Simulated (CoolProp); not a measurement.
Propylene along the isobar 0.709 MPa: Z from the reference equation and from simpler models built on Tc = 364.2 K, pc = 4.555 MPa, ω = 0.146; each cubic takes its own stable root.

Computed with CoolProp (reference Helmholtz-energy equation of state, Lemmon 2013).

| T (K) | phase | reference | van der Waals | Redlich-Kwong | Soave-Redlich-Kwong |
|---|---|---|---|---|---|
| 123.9 | liquid | 0.03983 | 0.06446 | 0.04327 | 0.04337 |
| 131.4 | liquid | 0.03800 | 0.06133 | … | 0.04122 |
| 139 | liquid | 0.03635 | 0.05852 | 0.03928 | 0.03930 |
| 146.5 | liquid | 0.03490 | 0.05605 | 0.03764 | 0.03762 |
| 154 | liquid | 0.03360 | 0.05385 | 0.03618 | 0.03612 |
| 161.6 | liquid | 0.03241 | 0.05185 | 0.03486 | 0.03476 |
| 169.1 | liquid | 0.03136 | 0.05007 | 0.03369 | 0.03356 |
| 176.7 | liquid | 0.03040 | 0.04845 | 0.03263 | 0.03247 |
| 184.2 | liquid | … | 0.04700 | … | 0.03150 |
| 191.7 | liquid | 0.02875 | 0.04570 | 0.03086 | … |
| 199.3 | liquid | … | 0.04451 | 0.03010 | 0.02984 |
| 206.8 | liquid | 0.02740 | 0.04345 | 0.02943 | 0.02914 |
| 214.4 | liquid | 0.02681 | … | 0.02884 | 0.02851 |
| 221.9 | liquid | 0.02628 | 0.04164 | 0.02832 | 0.02796 |

**Question.** Some entries are withheld; supply them.

**Answer.** 
- 131.4, Redlich-Kwong: 0.04116
- 184.2, reference: 0.02953
- 184.2, Redlich-Kwong: 0.03170
- 191.7, Soave-Redlich-Kwong: 0.03063
- 199.3, reference: 0.02804
- 214.4, van der Waals: 0.04249
